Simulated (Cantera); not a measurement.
An adiabatic, constant-pressure homogeneous reactor starts with 11.3 % CO, 13.6 % H2, 15.7 % O2, 59.3 % N2, equivalence ratio 0.79, at 1750 K and 19.0 bar.

Model: GRI-Mech 3.0 (53 species, 325 reactions), integrated in Cantera. The hydrogen kinetics of GRI-Mech 3.0 are dated; newer H2 mechanisms differ, most at raised pressure. The pressure lies above the range GRI-Mech 3.0 was tuned for (to about 10 atm). Above 3000 K some thermodynamic fits are extrapolated.

Question: Predict: time of steepest temperature rise; temperature at 0.100 s; equilibrium temperature; x(CO) at 0.100 s; x(H2) at 0.100 s; x(O2) at 0.100 s; x(NO) at 0.100 s; x(H) at 0.100 s.

Answer: 
```json
{
  "time_of_steepest_temperature_rise": "0.465 µs",
  "temperature at 0.100 s": "3033 K",
  "equilibrium_temperature": "3033 K",
  "x(CO) at 0.100 s": "0.0372 (gas-phase equilibrium 0.0372)",
  "x(H2) at 0.100 s": "0.00741 (gas-phase equilibrium 0.00741)",
  "x(O2) at 0.100 s": "0.0413 (gas-phase equilibrium 0.0413)",
  "x(NO) at 0.100 s": "0.0200 (gas-phase equilibrium 0.0200)",
  "x(H) at 0.100 s": "0.00347 (gas-phase equilibrium 0.00347)"
}
```
